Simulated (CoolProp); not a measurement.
Vapour pressure (MPa) of R134a: the reference equation beside estimates from Tc = 374.2 K, pc = 4.059 MPa, ω = 0.327. Clausius-Clapeyron is anchored at 299.8 K with a constant enthalpy of vaporisation of 17.98 kJ/mol.

Values from CoolProp's reference Helmholtz-energy equation of state, Tillner-Roth 1994.

```csv
T (K),reference,Lee-Kesler,Clausius-Clapeyron,Redlich-Kwong,Soave-Redlich-Kwong
283.8,0.4237,0.4262,0.4652,0.6742,0.4265
287,0.4706,0.4735,0.5065,0.7337,0.4742
290.2,0.5213,0.5247,0.5503,0.7968,0.5259
293.4,0.5761,0.5799,0.5970,0.8636,0.5816
296.6,0.6352,0.6393,0.6464,0.9341,0.6418
299.8,0.6987,0.7031,0.6987,1.009,0.7065
303.1,0.7691,0.7739,0.7558,1.090,0.7783
306.3,0.8423,0.8473,0.8143,1.172,0.8530
309.5,0.9207,0.9259,0.8760,1.259,0.9330
312.7,1.004,1.010,0.9409,1.350,1.018
315.9,1.094,1.099,1.009,1.446,1.110
319.1,1.189,1.194,1.081,1.546,1.207
```

Absolute difference from the reference over all 12 rows, mean and median: Lee-Kesler 0.6 and 0.6 %, Clausius-Clapeyron 5.1 and 5.2 %, Redlich-Kwong 43.6 and 43.1 %, Soave-Redlich-Kwong 1.1 and 1.2 %.
